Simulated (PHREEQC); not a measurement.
Dissolve 1.1 mmol/kgw HF, 36 mmol/kgw ZnSO4 and 0.26 mmol/kgw LiCl at 25 °C. Closed to the air; pH follows from the charge balance.

All values are PHREEQC results (ion-association model, phreeqc.dat), not measurements.

Precipitation was switched off in this run.

Problem. Order these F species by the share of F that they hold, largest first: HF2-, HF, F-, ZnF+.

Solution. F- (65 %), HF (28 %), ZnF+ (7.3 %), HF2- (0.15 %)

Problem. Order these Zn species by the share of Zn that they hold, largest first: Zn(SO4)2-2, Zn+2, ZnSO4, ZnF+.

Solution. Zn+2 (57 %), ZnSO4 (37 %), Zn(SO4)2-2 (5.7 %), ZnF+ (0.22 %)

The pH is 3.42 and the ionic strength 0.0821 mol/kgw.
